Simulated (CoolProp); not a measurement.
Properties of nitrous oxide along the isobar 7.53 MPa (Tc = 309.5 K, pc = 7.245 MPa, ω = 0.161).

Values from CoolProp's reference Helmholtz-energy equation of state, Lemmon 2006. It is a short technical equation, of lower accuracy than the large ones.

| T (K) | phase | Z | isothermal compressibility (1/MPa) | expansivity (1/kK) |
|---|---|---|---|---|
| 192.9 | liquid | 0.1698 | 0.001178 | ___ |
| 212.9 | liquid | 0.1617 | 0.001616 | 2.649 |
| 232.8 | liquid | 0.1565 | 0.002314 | 3.067 |
| 252.7 | liquid | ___ | 0.003551 | 3.730 |
| 272.7 | liquid | ___ | 0.006210 | 4.962 |
| 292.6 | liquid | 0.1643 | 0.01495 | 8.272 |
| 312.6 | supercritical | 0.3929 | 1.058 | 116.9 |
| 332.5 | supercritical | 0.6387 | 0.2361 | 12.46 |
| 352.4 | supercritical | 0.7296 | ___ | 7.678 |
| 372.4 | supercritical | 0.7881 | 0.1712 | ___ |
| 392.3 | supercritical | 0.8298 | 0.1607 | 4.727 |
| 412.3 | supercritical | 0.8615 | ___ | 4.043 |
| 432.2 | supercritical | 0.8863 | 0.1493 | 3.562 |
| 452.1 | supercritical | 0.9061 | 0.1458 | 3.199 |
| 472.1 | supercritical | 0.9223 | 0.1432 | ___ |

**Question.** Fill in the missing entries.

**Answer.** 
- 192.9, expansivity (1/kK): 2.366
- 252.7, Z: 0.1542
- 272.7, Z: 0.1556
- 352.4, isothermal compressibility (1/MPa): 0.1901
- 372.4, expansivity (1/kK): 5.776
- 412.3, isothermal compressibility (1/MPa): 0.1539
- 472.1, expansivity (1/kK): 2.914
